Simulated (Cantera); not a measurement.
# Stirred combustor or abatement burner

A perfectly stirred reactor is fed with 7.05 % CH4, 19.6 % O2, 73.3 % N2, at 1.70 bar; it is adiabatic with a 500 K inlet, and is followed from long to short residence time, starting on the burning branch (τ in s: 0.29, 0.083, 0.024, 0.0068, 0.0019, 0.00056, 0.00016, 4.5e-05, 1.3e-05, 3.7e-06).

Detailed kinetics in Cantera: GRI-Mech 3.0 (53 species, 325 reactions).

```json
[
 {"τ (s)": "0.29", "T (K)": "2024", "x CH4": "1.52e-6", "x O2": "0.0545", "x C2H2": "4.55e-11", "x CH3": "5.13e-7", "x O": "0.000163", "x C2H": "<1e-12", "x H2O": "0.140"},
 {"τ (s)": "0.083", "T (K)": "2022", "x CH4": "4.64e-6", "x O2": "0.0547", "x C2H2": "3.55e-10", "x CH3": "1.56e-6", "x O": "0.000203", "x C2H": "<1e-12", "x H2O": "0.140"},
 {"τ (s)": "0.024", "T (K)": "2015", "x CH4": "1.22e-5", "x O2": "0.0549", "x C2H2": "1.66e-9", "x CH3": "4.01e-6", "x O": "0.000318", "x C2H": "4.58e-12", "x H2O": "0.139"},
 {"τ (s)": "0.0068", "T (K)": "1999", "x CH4": "2.91e-5", "x O2": "0.0552", "x C2H2": "4.87e-9", "x CH3": "8.96e-6", "x O": "0.000607", "x C2H": "1.76e-11", "x H2O": "0.138"},
 {"τ (s)": "0.0019", "T (K)": "1965", "x CH4": "6.83e-5", "x O2": "0.0562", "x C2H2": "1.15e-8", "x CH3": "1.88e-5", "x O": "0.00122", "x C2H": "5.30e-11", "x H2O": "0.136"},
 {"τ (s)": "0.00056", "T (K)": "1908", "x CH4": "0.000164", "x O2": "0.0583", "x C2H2": "2.74e-8", "x CH3": "3.89e-5", "x O": "0.00223", "x C2H": "1.40e-10", "x H2O": "0.133"},
 {"τ (s)": "0.00016", "T (K)": "1812", "x CH4": "0.000489", "x O2": "0.0631", "x C2H2": "9.93e-8", "x CH3": "9.41e-5", "x O": "0.00333", "x C2H": "4.42e-10", "x H2O": "0.129"},
 {"τ (s)": "4.5e-5", "T (K)": "500", "x CH4": "0.0705", "x O2": "0.196", "x C2H2": "<1e-12", "x CH3": "<1e-12", "x O": "<1e-12", "x C2H": "<1e-12", "x H2O": "<1e-12"},
 {"τ (s)": "1.3e-5", "T (K)": "500", "x CH4": "0.0705", "x O2": "0.196", "x C2H2": "<1e-12", "x CH3": "<1e-12", "x O": "<1e-12", "x C2H": "<1e-12", "x H2O": "<1e-12"},
 {"τ (s)": "3.7e-6", "T (K)": "500", "x CH4": "0.0705", "x O2": "0.196", "x C2H2": "<1e-12", "x CH3": "<1e-12", "x O": "<1e-12", "x C2H": "<1e-12", "x H2O": "<1e-12"}
]
```
x: mole fraction; the columns are a selection and need not sum to one.
